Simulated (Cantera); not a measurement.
Input: 1 mol Si, 0.75 mol HCl, 7.9 mol H2, equilibrated at 698.15 K and 16.0 bar.

Method: chemical equilibrium by Gibbs-energy minimisation in Cantera with the NASA 1993 tables (ideal gas, pure condensed phases). Candidate condensed phases: Si; 19 gas species. The numbers say what is thermodynamically allowed, not how fast it happens.

Base state: H2 0.972, SiHCl3 0.0181, SiCl4 0.00718, SiH2Cl2 0.00299, SiH3Cl 0.000105, HCl 7.64e-5 (mole fractions); condensed: Si(s).

Question: What changes in the equilibrium state with this change: HCl from 0.75 to 1.6 mol?

Answer: 
```
species       before     after
----------  --------  --------
H2             0.972     0.945
SiHCl3        0.0181    0.0338
SiCl4        0.00718    0.0168
SiH2Cl2      0.00299   0.00444
HCl          7.64e-5   9.32e-5
SiH3Cl      0.000105  0.000125
Si(s), mol     0.761     0.503
```
